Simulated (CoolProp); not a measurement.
Model: reference Helmholtz-energy equation of state, Lemmon 2016, in CoolProp.

Question: For R115, give the phase and the cp (kJ/(kg K)), isothermal compressibility (1/MPa) at 109.95 °C and 0.894 MPa; 109.95 °C and 1.45 MPa.

Answer: 
- 109.95 °C and 0.894 MPa: gas; cp 0.850, isothermal compressibility 1.21
- 109.95 °C and 1.45 MPa: gas; cp 0.879, isothermal compressibility 0.800
